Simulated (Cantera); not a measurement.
Input: 1 mol AlN, 0.14 mol H2, held at 74.3 Torr.

Method: chemical equilibrium by Gibbs-energy minimisation in Cantera with the NASA 1993 tables (ideal gas, pure condensed phases). Candidate condensed phases: Al, AlN; 13 gas species. Kinetics and transport are ignored.

At 2375 K, list the 5 most abundant gas species with their mole fractions, and the condensed phases.

Al 0.506, N2 0.259, H2 0.203, H 0.0202, AlH 0.0100. Condensed: AlN(s).
